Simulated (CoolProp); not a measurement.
The fluid at 293.15 K and 0.588 MPa (liquid) is heated at constant pressure to 309.8 K. The same conditions are run with several fluids, on thermodynamics alone (safety and materials aside).

Model: reference Helmholtz-energy equation of state of each fluid (sulfur dioxide: Gao 2016; n-butane: Bücker 2006; ethylbenzene: Zhou 2012; n-perfluoropentane: Gao 2022; R245ca: Zhou 2016), in CoolProp.

```json
[
 {"fluid": "sulfur dioxide", "heat (kJ/kg)": "23.3", "final density (kg/m³)": "1330"},
 {"fluid": "n-butane", "heat (kJ/kg)": "___", "final density (kg/m³)": "560"},
 {"fluid": "ethylbenzene", "heat (kJ/kg)": "___", "final density (kg/m³)": "853"},
 {"fluid": "n-perfluoropentane", "heat (kJ/kg)": "17.5", "final density (kg/m³)": "___"},
 {"fluid": "R245ca", "heat (kJ/kg)": "23.0", "final density (kg/m³)": "1360"}
]
```

### Question
Some entries are withheld; supply them.

### Answer

- n-butane, heat (kJ/kg): 40.9
- ethylbenzene, heat (kJ/kg): 29.2
- n-perfluoropentane, final density (kg/m³): 1570
